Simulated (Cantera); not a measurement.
A Cantera script and what it prints.

```python
import numpy as np
import cantera as ct

gas_names = [...]  # 114 gases of nasa_gas.yaml made of C, Fe, H, O
cond_names = """
    C(gr) C6H6(L) C7H8(L) C8H18(L),n-octa Fe(a) Fe(c) Fe(d) Fe(L) FeC5O5(L) FeO(s) FeO(L) Fe(OH)2(s)
    Fe(OH)3(s) Fe2O3(s) Fe3O4(s) H2O(s) H2O(L)
""".split()


# ... load() reads the species with a 1 bar reference pressure and builds the phases ...
atoms = {
    'Fe(CO)5': {'Fe': 1, 'C': 5, 'O': 5},
    'H2': {'H': 2},
}
top_T = {'C(gr)': 4500, 'Fe2O3(s)': 1830, 'Fe3O4(s)': 1870}  # K; cautious upper limits of use, not melting points


# ... equilibrate(T, P, feed) seeds the gas with the atoms and calls Mixture.equilibrate('TP', solver="vcs", rtol=1e-11, max_steps=5000) ...
results = []
feed = {'Fe(CO)5': 1, 'H2': 0.13}  # mol
T = 923.15  # K
P = 101325  # Pa
mix = equilibrate(T, P, feed)
results.append((T, P, feed, dict(zip(mix.species_names, mix.species_moles))))
print(gas.report(threshold=0.001))
for i in range(1, mix.n_phases):
    print(f"{mix.phase(i).name:16s} {mix.phase_moles(i):12.5e} mol")
```

Result:

```
       temperature   923.15 K
          pressure   1.0132e+05 Pa
           density   0.47101 kg/m^3
  mean mol. weight   35.68 kg/kmol
   phase of matter   gas

                          1 kg             1 kmol
                     ---------------   ---------------
          enthalpy        -6.664e+06       -2.3777e+08  J
   internal energy       -6.8791e+06       -2.4544e+08  J
           entropy            7144.1         2.549e+05  J/K
    Gibbs function       -1.3259e+07       -4.7308e+08  J
 heat capacity c_p            1230.7             43910  J/K
 heat capacity c_v            997.64             35595  J/K

                      mass frac. Y      mole frac. X     chem. pot. / RT
                     ---------------   ---------------   ---------------
                CO           0.32311           0.41159           -40.671
               CO2           0.66551           0.53955            -79.93
                H2         0.0016739          0.029626           -20.816
               H2O         0.0096071          0.019027           -60.075
     [ +110 minor]        9.2866e-05         0.0002065

C(gr)             2.47941e+00 mol
Fe(a)             0.00000e+00 mol
FeC5O5(L)         0.00000e+00 mol
FeO(s)            1.00000e+00 mol
Fe(OH)2(s)        0.00000e+00 mol
Fe(OH)3(s)        0.00000e+00 mol
Fe2O3(s)          0.00000e+00 mol
Fe3O4(s)          0.00000e+00 mol
```

Method: chemical equilibrium by Gibbs-energy minimisation in Cantera with the NASA 1993 tables (ideal gas, pure condensed phases). The tables' stoichiometric FeO is somewhat more stable than real wüstite, so its field is too wide. FeO: taken at fixed stoichiometry.
